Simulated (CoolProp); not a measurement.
Ethane at several states: fugacity coefficient from the reference equation and from simpler models built on Tc = 305.3 K, pc = 48.72 bar, ω = 0.099; each cubic takes its own stable root.

Values from CoolProp's reference Helmholtz-energy equation of state, Bücker 2006.

```tsv
T (K)	p (bar)	phase	reference	Redlich-Kwong	Soave-Redlich-Kwong	Peng-Robinson
228.6	56.7	liquid	0.1230	0.1358	0.1255	0.1217
566.5	9.51	gas	0.9934	0.9914	0.9948	0.9913
591.4	170	supercritical	0.9334	0.9069	0.9617	0.9157
153.5	5.14	liquid	0.02546	0.02345	0.02451	0.02621
447	157	supercritical	0.7586	0.7405	0.7816	0.7344
305.2	0.144	gas	0.9990	0.9990	0.9990	0.9989
```
